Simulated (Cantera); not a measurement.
# Counterflow diffusion flame

A counterflow diffusion flame at 1.10 bar, nozzles 20 mm apart: fuel side 100 % H2 at 350 K, oxidiser side 22.0 % O2, 78.0 % N2 at 725 K, fuel mass flux 0.38 times the oxidiser's; mixture-averaged transport, no radiation.

Detailed kinetics in Cantera: the H2/O2 subset of GRI-Mech 3.0, which has no nitrogen chemistry. The maximum strain rate includes the flame's own expansion and is several times the mean.

```tsv
oxidiser flux (kg/m²/s)	max strain (1/s)	mean strain (1/s)	T max (K)	peak x OH	peak x H	peak x H2O	peak x HO2
0.66	819	227	2584	0.0255	0.0205	0.279	4.07e-5
0.9	1100	310	2544	0.0257	0.0225	0.276	5.00e-5
1.2	1450	413	2499	0.0257	0.0244	0.274	5.94e-5
1.7	2030	585	2447	0.0259	0.0273	0.271	7.08e-5
2.3	2730	792	2391	0.0257	0.0301	0.269	8.28e-5
3.2	3780	1100	2330	0.0253	0.0336	0.265	9.70e-5
4.3	5050	1480	2269	0.0247	0.0369	0.263	0.000109
6	7010	2070	2194	0.0237	0.0403	0.260	0.000123
8.1	9410	2790	2135	0.0230	0.0440	0.258	0.000135
11	12800	3790	2074	0.0222	0.0480	0.255	0.000148
```
x: mole fraction; the columns are a selection and need not sum to one.
